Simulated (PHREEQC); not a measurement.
Synthetic water in mg/kgw, 50 °C, pH 7.63:

```tsv
constituent	mg/kgw
Na	2200
K	501
Ca	21.3
Mg	65.6
Cl	3020
S(6) as SO4	1500
Alkalinity as HCO3	0.561
Li	0.141
Br	111
```

Cl is adjusted to close the charge balance.
Valence states are taken as typed.

Equilibrium calculation in PHREEQC: Pitzer model, pitzer.dat.

- ionic strength: 0.134 mol/kgw
- specific conductance: 19000 µS/cm
- density: 0.993 g/cm³
- osmotic coefficient: 0.898

```tsv
species	molality	activity	log γ
Na+	0.0957	0.0719	-0.124
Cl-	0.0824	0.0610	-0.130
SO4-2	0.0156	0.00412	-0.579
K+	0.0128	0.00947	-0.131
Mg+2	0.00270	0.000751	-0.556
Br-	0.00139	0.00104	-0.127
Ca+2	0.000531	0.000130	-0.612
Li+	2.03e-5	1.55e-5	-0.116
```

Precipitation was switched off in this run. At this temperature some constants are extrapolated from 25 °C, and those without enthalpy data are left unchanged.
